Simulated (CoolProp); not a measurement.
The fluid at 293.15 K and 0.0142 MPa is compressed adiabatically to 0.0533 MPa with isentropic efficiency 0.85. The same conditions are run with several fluids, on thermodynamics alone (safety and materials aside).

Computed with CoolProp (reference Helmholtz-energy equation of state of each fluid (R123: Younglove 1994; neopentane: Lemmon 2006; R236FA: Pan 2012; fluoroethane (R161): Wu 2012; R365MFC: Lemmon 2016)).

```json
[
 {"fluid": "R123", "work (kJ/kg)": "25.9", "final temperature (K)": "331.7", "final density (kg/m³)": "[?]"},
 {"fluid": "neopentane", "work (kJ/kg)": "[?]", "final temperature (K)": "[?]", "final density (kg/m³)": "1.44"},
 {"fluid": "R236FA", "work (kJ/kg)": "25.9", "final temperature (K)": "324.7", "final density (kg/m³)": "3.04"},
 {"fluid": "fluoroethane (R161)", "work (kJ/kg)": "[?]", "final temperature (K)": "358.7", "final density (kg/m³)": "[?]"},
 {"fluid": "R365MFC", "work (kJ/kg)": "26.3", "final temperature (K)": "320.3", "final density (kg/m³)": "3.03"}
]
```

Task: Some entries are withheld; supply them.

Result: 
- R123, final density (kg/m³): 3.00
- neopentane, work (kJ/kg): 54.5
- neopentane, final temperature (K): 325.3
- fluoroethane (R161), work (kJ/kg): 86.2
- fluoroethane (R161), final density (kg/m³): 0.863
